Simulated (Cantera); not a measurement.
**Catalytic combustion on Pt**

An isothermal plug-flow reactor at 925 K and 1.00 bar (inlet), inlet velocity 0.44 m/s, active area per volume 36 1/m; feed CO : O₂ : N₂ = 0.0066 : 0.17 : 0.79 (molar parts).

Computed with Cantera and Deutschmann's 1995 Pt surface mechanism with GRI-Mech 3.0 gas chemistry. Catalytic surfaces can have several steady states; this one follows from the mechanism file's or the stated starting coverage. Mass transfer to the wall is taken as infinitely fast.

| z (m) | x CO | x O₂ | x H₂O | x CO₂ | θ free Pt | θ O* | θ CO* |
|---|---|---|---|---|---|---|---|
| 0.0003 | 0.00575 | 0.175 | <1e-12 | 0.00109 | 0.139 | 0.859 | 0.00176 |
| 0.0005 | 0.00519 | 0.175 | <1e-12 | 0.00164 | 0.134 | 0.865 | 0.00146 |
| 0.00084 | 0.00444 | 0.175 | <1e-12 | 0.00240 | 0.127 | 0.872 | 0.00112 |
| 0.0014 | 0.00351 | 0.175 | <1e-12 | 0.00333 | 0.121 | 0.878 | 0.000794 |
| 0.0023 | 0.00250 | 0.174 | <1e-12 | 0.00434 | 0.115 | 0.885 | 0.000509 |
| 0.0039 | 0.00144 | 0.174 | <1e-12 | 0.00540 | 0.110 | 0.890 | 0.000267 |
| 0.0065 | 0.000628 | 0.173 | <1e-12 | 0.00622 | 0.107 | 0.893 | 0.000109 |
| 0.011 | 0.000159 | 0.173 | <1e-12 | 0.00669 | 0.105 | 0.895 | 2.66e-5 |
| 0.018 | 1.96e-5 | 0.173 | <1e-12 | 0.00683 | 0.104 | 0.896 | 3.24e-6 |
| 0.03 | 5.50e-7 | 0.173 | <1e-12 | 0.00685 | 0.104 | 0.896 | 9.08e-8 |
x: gas mole fraction; θ: surface coverage.
